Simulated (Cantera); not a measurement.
Cantera run, input and output.

```python
import numpy as np
import cantera as ct

gas = ct.Solution("gri30.yaml")
gas.TPX = 575, 710000, {'CH4': 1, 'H2': 0.26, 'O2': 1.94, 'N2': 8.91}
flame = ct.FreeFlame(gas, width=0.01)
flame.set_refine_criteria(ratio=3, slope=0.08, curve=0.16)
flame.transport_model = "mixture-averaged"
flame.solve(loglevel=0, auto=True)
flame.transport_model = "multicomponent"
flame.soret_enabled = False
flame.solve(loglevel=0, refine_grid=True)
z, T = flame.grid, flame.T
thick = (T[-1] - T[0]) / np.gradient(T, z).max()
show = ['CH4', 'H2', 'O2', 'H', 'C2H', 'CO']
print(f"laminar burning velocity  {flame.velocity[0] * 100:.3f} cm/s")
print(f"burnt temperature         {T[-1]:.1f} K")
print(f"thermal thickness         {thick * 1e3:.4f} mm")
print(f"grid points               {len(z)}")
z0 = z[flame.heat_release_rate.argmax()]
print(f"{'z/mm':>9s}{'T/K':>9s}{'u/(m/s)':>9s}" + "".join(f"{s:>11s}" for s in show))
rows = []
for k in (-3, -2, -1.5, -1, -0.5, -0.25, 0, 0.25, 0.5, 1, 2, 4, 8):
    zz = z0 + k * thick
    rows.append([k * thick, np.interp(zz, z, T), np.interp(zz, z, flame.velocity),
                 *(np.interp(zz, z, flame.X[gas.species_index(s)]) for s in show)])
    print(f"{rows[-1][0] * 1e3:9.3f}{rows[-1][1]:9.1f}{rows[-1][2]:9.3f}" + "".join(f"{x:11.3e}" for x in rows[-1][3:]))
```

It prints:

```
laminar burning velocity  42.340 cm/s
burnt temperature         2238.9 K
thermal thickness         0.1064 mm
grid points               142
     z/mm      T/K  u/(m/s)        CH4         H2         O2          H        C2H         CO
   -0.319    575.8    0.424  8.254e-02  2.133e-02  1.602e-01  5.959e-14 -3.824e-21  9.707e-06
   -0.213    582.9    0.429  8.217e-02  2.112e-02  1.597e-01  4.317e-12  1.662e-18  1.167e-04
   -0.160    605.0    0.446  8.099e-02  2.089e-02  1.583e-01  8.331e-11  1.551e-17  4.985e-04
   -0.106    717.1    0.530  7.484e-02  2.051e-02  1.500e-01  1.078e-08  7.349e-16  2.832e-03
   -0.053   1152.2    0.858  4.930e-02  2.004e-02  1.119e-01  8.872e-06  2.658e-11  1.457e-02
   -0.027   1538.5    1.152  2.536e-02  1.975e-02  7.292e-02  1.317e-04  6.358e-09  2.701e-02
    0.000   1902.9    1.428  4.828e-03  1.781e-02  3.123e-02  1.173e-03  2.983e-07  3.719e-02
    0.027   2054.9    1.537  2.094e-04  1.408e-02  1.095e-02  2.537e-03  1.507e-07  3.304e-02
    0.053   2108.8    1.572  5.407e-06  1.272e-02  5.450e-03  2.564e-03  6.179e-09  2.715e-02
    0.106   2161.4    1.606  1.073e-08  1.207e-02  2.693e-03  1.861e-03  1.652e-11  2.307e-02
    0.213   2201.7    1.633  2.717e-12  1.136e-02  1.206e-03  1.107e-03  7.653e-15  2.137e-02
    0.426   2225.2    1.648  3.713e-14  1.084e-02  4.426e-04  6.160e-04 -2.028e-18  2.058e-02
    0.851   2235.3    1.655  5.150e-14  1.061e-02  1.650e-04  3.714e-04 -1.236e-18  2.023e-02
```

Model: GRI-Mech 3.0 (53 species, 325 reactions), integrated in Cantera. Burning velocities carry a grid error of a few per cent, more on coarse grids.
